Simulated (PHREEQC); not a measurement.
Make-up at 28 °C: 0.098 mol Pb(NO3)2, 0.00025 mol HCl and 0.038 mol Na2SO4 per kg of water. Closed to the air; pH follows from the charge balance.

All values are PHREEQC results (ion-association model, phreeqc.dat), not measurements.

```
quantity                    before     after
------------------------  --------  --------
pH                            3.82      3.96
ionic strength (mol/kgw)     0.252     0.118
SO4-2 (mol/kgw)             0.0119    0.0223
NaSO4- (mol/kgw)           0.00122   0.00290
Cl- (mol/kgw)             0.000163  0.000227
HSO4- (mol/kgw)            6.77e-5  0.000116
SI of Halite (NaCl)          -6.78     -6.59
```

Task: Which change was made?
A. Na2SO4 from 0.038 to 0.0076 mol/kgw
B. diluted 10-fold with water
C. diluted 5-fold with water
D. Pb(NO3)2 from 0.098 to 0.0196 mol/kgw
E. Pb(NO3)2 left out

Result: D, Pb(NO3)2 from 0.098 to 0.0196 mol/kgw

This is a speciation only: nothing precipitates in the calculation. Some of these states are supersaturated (in Anglesite, for instance).
